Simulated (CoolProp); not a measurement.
Vapour-liquid equilibrium of cyclohexane (1) + ethylbenzene (2) at 0.231 MPa; x and y are mole fractions of (1).

Values from CoolProp's multi-fluid Helmholtz-energy mixture model, Zhou 2014 and Zhou 2012; pair parameters Bell 2016.

```json
[
 {"x": "0.05", "bubble temperature, mixture model (K)": "436.9", "bubble temperature, Raoult's law (K)": "437.6", "y, mixture model": "0.162", "y, Raoult's law": "0.158"},
 {"x": "0.15", "bubble temperature, mixture model (K)": "426.4", "bubble temperature, Raoult's law (K)": "428.2", "y, mixture model": "0.405", "y, Raoult's law": "0.397"},
 {"x": "0.25", "bubble temperature, mixture model (K)": "417.7", "bubble temperature, Raoult's law (K)": "420.2", "y, mixture model": "0.570", "y, Raoult's law": "0.564"},
 {"x": "0.35", "bubble temperature, mixture model (K)": "410.5", "bubble temperature, Raoult's law (K)": "413.2", "y, mixture model": "0.684", "y, Raoult's law": "0.684"},
 {"x": "0.45", "bubble temperature, mixture model (K)": "404.7", "bubble temperature, Raoult's law (K)": "407.2", "y, mixture model": "0.766", "y, Raoult's law": "0.772"},
 {"x": "0.55", "bubble temperature, mixture model (K)": "399.7", "bubble temperature, Raoult's law (K)": "401.9", "y, mixture model": "0.828", "y, Raoult's law": "0.839"},
 {"x": "0.65", "bubble temperature, mixture model (K)": "395.6", "bubble temperature, Raoult's law (K)": "397.2", "y, mixture model": "0.876", "y, Raoult's law": "0.891"},
 {"x": "0.75", "bubble temperature, mixture model (K)": "391.9", "bubble temperature, Raoult's law (K)": "392.9", "y, mixture model": "0.916", "y, Raoult's law": "0.931"},
 {"x": "0.85", "bubble temperature, mixture model (K)": "388.6", "bubble temperature, Raoult's law (K)": "389.1", "y, mixture model": "0.951", "y, Raoult's law": "0.963"},
 {"x": "0.95", "bubble temperature, mixture model (K)": "385.5", "bubble temperature, Raoult's law (K)": "385.6", "y, mixture model": "0.984", "y, Raoult's law": "0.989"}
]
```

The largest gap from Raoult's law is -2.7 K in bubble temperature, at x = 0.35. No azeotrope shows between x = 0.05 and 0.95.

The pair parameters rest on a limited set of measurements; away from them the model extrapolates.
